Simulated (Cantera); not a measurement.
# Silicon carbide growth: SiCl4 + C2H2 + H2

Input: 1 mol SiCl4, 0.013 mol C2H2, 120 mol H2, equilibrated at 2173 K and 450 Pa.

Cantera equilibrium calculation (NASA polynomials, part measured and part estimated; ideal gas, pure solids and liquids). Candidate condensed phases: C, C6H6, C7H8, C8H18, Si, SiC; 109 gas species. The tables' values for SiCl are old estimates; treat these amounts as uncertain. Gases not in the tables: Si2H6 and higher silanes. Rates play no part.

```
Item                                       Result
--------------------------------------  ---------
x(H2)                                       0.893
x(H)                                       0.0680
x(HCl)                                     0.0292
x(Si)                                     0.00703
x(Cl)                                     0.00162
x(SiCl2)                                 0.000211
x(SiH)                                   0.000208
x(SiCl)                                  0.000201
x(Si2C)                                   6.86e-5
gas amount                              127.4 mol
log10 activity of C(graphite) (absent)      -0.79
log10 activity of Si(l) (absent)            -0.95
```
